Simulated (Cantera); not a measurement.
Input: 1 mol S, 0.52 mol H2, held at 1330 Pa.

Method: chemical equilibrium by Gibbs-energy minimisation in Cantera with the NASA 1993 tables (ideal gas, pure condensed phases). Candidate condensed phases: S; 7 gas species. Kinetics and transport are ignored.

x: gas mole fraction; nothing condenses.

```json
[
 {"T (K)": "2048", "x H2": "0.462", "x S2": "0.446", "x S": "0.0250", "x H": "0.0132", "x SH": "0.0360", "x H2S": "0.0185"},
 {"T (K)": "2148", "x H2": "0.449", "x S2": "0.426", "x S": "0.0444", "x H": "0.0242", "x SH": "0.0425", "x H2S": "0.0137"},
 {"T (K)": "2248", "x H2": "0.428", "x S2": "0.398", "x S": "(withheld)", "x H": "(withheld)", "x SH": "(withheld)", "x H2S": "(withheld)"},
 {"T (K)": "2348", "x H2": "0.398", "x S2": "0.360", "x S": "0.115", "x H": "0.0675", "x SH": "0.0522", "x H2S": "0.00727"},
 {"T (K)": "2448", "x H2": "0.358", "x S2": "0.311", "x S": "0.169", "x H": "0.103", "x SH": "0.0536", "x H2S": "0.00503"},
 {"T (K)": "2548", "x H2": "(withheld)", "x S2": "(withheld)", "x S": "(withheld)", "x H": "(withheld)", "x SH": "0.0519", "x H2S": "(withheld)"},
 {"T (K)": "2648", "x H2": "0.255", "x S2": "0.193", "x S": "0.300", "x H": "0.203", "x SH": "0.0468", "x H2S": "0.00202"},
 {"T (K)": "2748", "x H2": "0.199", "x S2": "0.136", "x S": "0.362", "x H": "0.262", "x SH": "0.0392", "x H2S": "0.00114"},
 {"T (K)": "2848", "x H2": "0.147", "x S2": "0.0898", "x S": "0.411", "x H": "0.321", "x SH": "0.0306", "x H2S": "0.000596"}
]
```

Problem. Fill in the missing entries.

Solution. 
- 2548, x H2: 0.310
- 2548, x S2: 0.253
- 2548, x S: 0.233
- 2548, x H: 0.149
- 2548, x H2S: 0.00330
- 2248, x S: 0.0738
- 2248, x H: 0.0416
- 2248, x SH: 0.0481
- 2248, x H2S: 0.0101
